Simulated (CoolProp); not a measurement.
Vapour pressure (kPa) of R142b: the reference equation beside estimates from Tc = 410.3 K, pc = 4055 kPa, ω = 0.232.

Values from CoolProp's reference Helmholtz-energy equation of state, Lemmon 2006. It is a short technical equation, of lower accuracy than the large ones.

```
T (K)  reference  Lee-Kesler  van der Waals  Redlich-Kwong  Soave-Redlich-Kwong  Peng-Robinson
-----  ---------  ----------  -------------  -------------  -------------------  -------------
193.4      1.617       1.556          74.80          3.894                1.601          1.764
205.3      4.118       3.963          113.3          9.263                4.062          4.372
217.3      9.362       9.047          164.8          19.67                9.227          9.743
229.2      19.14       18.61          230.4          37.65                18.88          19.63
241.1      36.05       35.29          312.1          66.54                35.63          36.57
253        63.34       62.42          411.9          110.1                62.75          63.75
264.9      105.0       104.1          531.3          172.4                104.3          105.1
276.8      165.5       164.9          671.8          257.8                164.9          165.1
288.7      249.9       250.0          834.9          370.6                249.9          248.9
300.6      364.0       365.0           1022          515.3                365.0          362.2
312.6      514.9       517.2           1236          697.8                518.0          512.7
324.5      706.5       710.1           1475          919.3                713.0          704.4
336.4      946.7       951.3           1740           1185                958.0          945.7
348.3       1243        1248           2035           1500                 1260           1244
```

Absolute difference from the reference over all 14 rows, mean and median: Lee-Kesler 1.5 and 0.7 %, van der Waals 912.9 and 356.0 %, Redlich-Kwong 68.0 and 60.0 %, Soave-Redlich-Kwong 0.9 and 1.0 %, Peng-Robinson 1.9 and 0.5 %.
